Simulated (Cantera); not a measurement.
An isothermal, constant-pressure homogeneous reactor starts with H₂ : O₂ : N₂ = 0.5 : 1 : 0.14 (molar parts), at 1400 K and 150 Pa. Integrator tolerance rtol = 1e-08.

Detailed kinetics in Cantera: GRI-Mech 3.0 (53 species, 325 reactions). Radical loss at walls, strong at low pressure, is not modelled. The temperature is held fixed by assumption; the heat of reaction is taken as removed at once.

Problem. What does this change do: temperature 1400 to 1275 K?

Solution. 
```
quantity                                             before                                     after
----------------  -----------------------------------------  ----------------------------------------
x(H₂) at 40.0 s     3.03e-5 (gas-phase equilibrium 5.75e-6)   1.28e-5 (gas-phase equilibrium 7.03e-7)
x(O₂) at 40.0 s         0.539 (gas-phase equilibrium 0.539)       0.539 (gas-phase equilibrium 0.539)
x(NO₂) at 40.0 s   3.39e-10 (gas-phase equilibrium 1.91e-7)  2.20e-10 (gas-phase equilibrium 1.44e-7)
x(HO₂) at 40.0 s    4.99e-8 (gas-phase equilibrium 6.84e-8)   2.54e-8 (gas-phase equilibrium 2.23e-8)
x(H) at 40.0 s      3.66e-6 (gas-phase equilibrium 3.03e-7)   1.24e-6 (gas-phase equilibrium 1.61e-8)
x(OH) at 40.0 s   0.000864 (gas-phase equilibrium 0.000377)  0.000407 (gas-phase equilibrium 9.56e-5)
x(NO) at 40.0 s    2.72e-6 (gas-phase equilibrium 0.000417)  1.66e-6 (gas-phase equilibrium 0.000193)
```

Problem. What does this change do: pressure from 150 Pa to 690 Pa?

Solution. 
| quantity | before | after |
|---|---|---|
| x(H₂) at 40.0 s | 3.03e-5 (gas-phase equilibrium 5.75e-6) | 2.68e-6 (gas-phase equilibrium 2.68e-6) |
| x(O₂) at 40.0 s | 0.539 (gas-phase equilibrium 0.539) | 0.539 (gas-phase equilibrium 0.539) |
| x(NO₂) at 40.0 s | 3.39e-10 (gas-phase equilibrium 1.91e-7) | 2.61e-9 (gas-phase equilibrium 4.11e-7) |
| x(HO₂) at 40.0 s | 4.99e-8 (gas-phase equilibrium 6.84e-8) | 1.00e-7 (gas-phase equilibrium 1.00e-7) |
| x(H) at 40.0 s | 3.66e-6 (gas-phase equilibrium 3.03e-7) | 9.66e-8 (gas-phase equilibrium 9.65e-8) |
| x(OH) at 40.0 s | 0.000864 (gas-phase equilibrium 0.000377) | 0.000257 (gas-phase equilibrium 0.000257) |
| x(NO) at 40.0 s | 2.72e-6 (gas-phase equilibrium 0.000417) | 2.65e-6 (gas-phase equilibrium 0.000417) |
